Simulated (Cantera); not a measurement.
A perfectly stirred reactor is fed with 6.79 % H2, 48.5 % O2, 44.6 % N2, 0.107 % H2O, at 0.0150 bar; it is held at 1300 K, and followed from long to short residence time.

Detailed kinetics in Cantera: the H2/O2 subset of GRI-Mech 3.0, which has no nitrogen chemistry. Radical loss at walls, strong at low pressure, is not modelled. The temperature is held fixed by assumption; the heat of reaction is taken as removed at once.

x: mole fraction; the columns are a selection and need not sum to one.

```
τ (s)         x H2   x O2       x HO2        x OH   x H2O
------  ----------  -----  ----------  ----------  ------
4.5       0.000128  0.465     8.05e-7     0.00115  0.0705
2.1       0.000208  0.465     1.06e-6     0.00147  0.0702
0.97      0.000337  0.463     1.35e-6     0.00188  0.0696
0.45      0.000537  0.462     1.65e-6     0.00238  0.0687
0.21    (withheld)  0.459  (withheld)  (withheld)  0.0674
0.097      0.00126  0.455     2.14e-6     0.00363  0.0654
0.045   (withheld)  0.451     2.29e-6  (withheld)  0.0627
0.021      0.00247  0.446     2.38e-6     0.00486  0.0597
0.0098     0.00338  0.443     2.42e-6     0.00537  0.0567
0.0046     0.00482  0.443     2.45e-6     0.00589  0.0537
```

**Question.** Some entries are withheld; supply them.

**Answer.** 
- 0.21, x H2: 0.000833
- 0.21, x HO2: 1.92e-6
- 0.21, x OH: 0.00297
- 0.045, x H2: 0.00180
- 0.045, x OH: 0.00428
